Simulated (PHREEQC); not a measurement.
# City or well water: speciation

A made-up water analysis in mg/kgw, 90 °C, pH 6.57, pe 2.1:

| constituent | mg/kgw |
|---|---|
| Na | 39.8 |
| K | 44.6 |
| Ca | 42.5 |
| Mg | 2.74 |
| Cl | 29.2 |
| S(6) as SO4 | 62.8 |
| Alkalinity as HCO3 | 189 |
| Fe(2) | 0.293 |
| Sr | 7.86 |
| N(-3) as NH4 | 0.114 |
| B | 0.0726 |

Cl is adjusted to close the charge balance.
Valence states are taken as typed.

The numbers come from PHREEQC with the ion-association model, phreeqc.dat.

No solid was allowed to form.

**Question.** What ionic strength, specific conductance does the model give?

**Answer.** ionic strength 0.00680 mol/kgw; specific conductance 1550 µS/cm.

**Question.** In which forms is Ca present?

**Answer.** Ca+2 90 %, CaSO4 6.0 %, CaHCO3+ 3.7 %, CaCO3 0.5 % of the Ca.

Constants without temperature data keep their 25 °C values here.
